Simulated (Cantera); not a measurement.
Feed: 1 mol CCl₄, 1.9 mol F₂, at 1.00 bar.

These are equilibrium values from Cantera (NASA tables, ideal gas, pure condensed phases), not measurements of a reactor. Candidate condensed phases: C; 27 gas species. Gases not in the tables: C₂F₆ and larger saturated fluorocarbons. Kinetics and transport are ignored.

Problem. Which condensed phases are stable at each of these points (T (K)): 1500, 1575, 1650, 1725, 1800, 1875, 1950, 2025, 2100, 2175, 2250, 2325, 2400, 2475?

Solution. 
```tsv
T (K)	condensed phases	C condensed (%)
1500	C(graphite)	0.8
1575	C(graphite)	1.0
1650	C(graphite)	1.2
1725	C(graphite)	1.4
1800	C(graphite)	1.5
1875	C(graphite)	1.6
1950	C(graphite)	1.5
2025	C(graphite)	1.2
2100	C(graphite)	0.5
2175	gas only	0.0
2250	gas only	0.0
2325	gas only	0.0
2400	gas only	0.0
2475	gas only	0.0
```

From 1500 K to 2100 K the condensed part is C(graphite). From 2175 K to 2475 K nothing is condensed.
